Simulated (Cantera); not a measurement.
Charge: 1 mol ZrO₂, 25 mol H₂, equilibrated at 1275 °C and 11.0 Pa.

Equilibrium computed with Cantera from the NASA thermochemical tables; the gas is ideal and each condensed phase is pure. Rates play no part.

```
species                 before     after
---------------------  -------  --------
H₂                       0.997     1.000
H                      0.00294  0.000267
ZrO₂(tetragonal), mol     1.00      1.00
```
Gas species are given as mole fractions.

Problem. What was changed between the two runs?
A. pressure from 11.0 Pa to 13.3 mbar
B. pressure from 11.0 Pa to 79.0 Pa
C. temperature from 1275 °C to 1852 °C
D. temperature from 1275 °C to 1752 °C

Solution. A, pressure from 11.0 Pa to 13.3 mbar
